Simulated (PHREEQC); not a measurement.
Make-up at 50 °C: 0.26 mol/kgw KCl. Closed to the air; pH follows from the charge balance.

Model: ion-association model, phreeqc.dat, run in PHREEQC.

Precipitation was switched off in this run.

Predict the activity of water, density.

activity of water 0.991; density 1.000 g/cm³.

At this temperature some constants are extrapolated from 25 °C, and those without enthalpy data are left unchanged.
